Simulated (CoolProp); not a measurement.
Computed with CoolProp (reference Helmholtz-energy equation of state, Lemmon 2005). It is a short technical equation, of lower accuracy than the large ones.

Q: For 1-butene, give the phase and the cp (kJ/(kg K)), isothermal compressibility (1/MPa), expansivity (1/kK) at -36.95 °C and 5.72 bar; -36.95 °C and 11.4 bar; -36.95 °C and 17.2 bar.

A: 
- -36.95 °C and 5.72 bar: liquid; cp 2.06, isothermal compressibility 0.00147, expansivity 1.64
- -36.95 °C and 11.4 bar: liquid; cp 2.06, isothermal compressibility 0.00146, expansivity 1.63
- -36.95 °C and 17.2 bar: liquid; cp 2.05, isothermal compressibility 0.00145, expansivity 1.62
